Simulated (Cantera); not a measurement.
# Hydrogen reduction and annealing atmospheres: FeS + H2 + N2

A closed system holds: 1 mol FeS, 2.5 mol H2, 1.3 mol N2, equilibrated at 1652 °C and 10.0 mbar.

Cantera equilibrium calculation (NASA polynomials, part measured and part estimated; ideal gas, pure solids and liquids). Candidate condensed phases: Fe, FeS, FeS2, S; 16 gas species. Kinetics and transport are ignored.

x(H2): 0.549
x(N2): 0.298
x(S2): 0.0982
x(Fe): 0.0152
x(SH): 0.0140
x(H2S): 0.0126
x(H): 0.00709
x(S): 0.00598
x(SN): 3.21e-6
n(Fe(l)): 0.934 mol
gas amount: 4.367 mol
log10 activity of S(l) (absent): -3.04
